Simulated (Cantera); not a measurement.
# Equilibrium for abatement and gas-phase synthesis: H2O + O2 + N2

A closed system holds: 1 mol H2O, 0.099 mol O2, 41 mol N2, at 10500 Torr.

Cantera equilibrium calculation (NASA polynomials, part measured and part estimated; ideal gas, pure solids and liquids). Candidate condensed phases: H2O; 24 gas species. Rates play no part.

From 1400 °C to 3000 °C nothing is condensed.

```csv
T (°C),x N2,x H2O,x H,x H2,x NO,x OH,x O
1400,0.974,0.0237,4.35e-8,2.04e-6,0.000297,2.43e-5,4.19e-7
1600,0.974,0.0237,6.57e-7,1.45e-5,0.000579,8.33e-5,2.86e-6
1800,0.973,0.0236,5.97e-6,7.21e-5,0.000968,0.000222,1.32e-5
2000,0.973,0.0232,3.71e-5,0.000273,0.00145,0.000490,4.57e-5
2200,0.972,0.0224,0.000170,0.000811,0.00204,0.000940,0.000130
2400,0.971,0.0207,0.000595,0.00189,0.00282,0.00163,0.000328
2600,0.968,0.0180,0.00166,0.00351,0.00387,0.00256,0.000757
2800,0.964,0.0145,0.00385,0.00536,0.00516,0.00364,0.00159
3000,0.959,0.0105,0.00758,0.00693,0.00654,0.00460,0.00300
```
x: gas mole fraction; nothing condenses.
